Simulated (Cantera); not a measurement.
A perfectly stirred reactor is fed with H2 : O2 : N2 = 1 : 1.16 : 4.37 (molar parts), equivalence ratio 0.43, at 1.00 atm; it is adiabatic with a 675 K inlet, and is followed from long to short residence time, starting on the burning branch (τ in s: 0.25, 0.099, 0.039, 0.015, 0.006, 0.0023, 0.00092, 0.00036, 0.00014, 5.6e-05).

Model: GRI-Mech 3.0 (53 species, 325 reactions), integrated in Cantera.

**Question.** What does this change do: pressure from 1.00 atm to 2.57 atm?

**Answer.** 
```
quantity                                                                          before                                   after
------------------------------------------------  --------------------------------------  --------------------------------------
blow-out, bracketed by the residence times tried  burning at 56.0 µs, the shortest tried  burning at 56.0 µs, the shortest tried
x(H2) at τ = 0.250 s                                                             8.45e-5                                 3.70e-5
x(O2) at τ = 0.250 s                                                               0.109                                   0.109
x(N2O) at τ = 0.250 s                                                            3.24e-7                                 3.68e-7
x(H2O2) at τ = 0.250 s                                                           7.55e-8                                 1.00e-7
x(HO2) at τ = 0.250 s                                                            1.30e-6                                 1.46e-6
x(H2) at τ = 2.30 ms                                                             0.00164                                0.000635
x(O2) at τ = 2.30 ms                                                               0.108                                   0.109
x(N2O) at τ = 2.30 ms                                                            5.72e-7                                 1.56e-6
x(H2O2) at τ = 2.30 ms                                                           4.43e-7                                 4.88e-7
x(HO2) at τ = 2.30 ms                                                            1.29e-5                                 1.15e-5
```
The hydrogen kinetics of GRI-Mech 3.0 are dated; newer H2 mechanisms differ, most at raised pressure.

**Question.** What does this change do: pressure from 1.00 atm to 5.03 atm?

**Answer.** 
| quantity | before | after |
|---|---|---|
| blow-out, bracketed by the residence times tried | burning at 56.0 µs, the shortest tried | burning at 56.0 µs, the shortest tried |
| x(H2) at τ = 0.250 s | 8.45e-5 | 2.27e-5 |
| x(O2) at τ = 0.250 s | 0.109 | 0.109 |
| x(N2O) at τ = 0.250 s | 3.24e-7 | 4.41e-7 |
| x(H2O2) at τ = 0.250 s | 7.55e-8 | 1.30e-7 |
| x(HO2) at τ = 0.250 s | 1.30e-6 | 1.63e-6 |
| x(H2) at τ = 2.30 ms | 0.00164 | 0.000365 |
| x(O2) at τ = 2.30 ms | 0.108 | 0.109 |
| x(N2O) at τ = 2.30 ms | 5.72e-7 | 2.17e-6 |
| x(H2O2) at τ = 2.30 ms | 4.43e-7 | 5.18e-7 |
| x(HO2) at τ = 2.30 ms | 1.29e-5 | 1.02e-5 |
The hydrogen kinetics of GRI-Mech 3.0 are dated; newer H2 mechanisms differ, most at raised pressure.
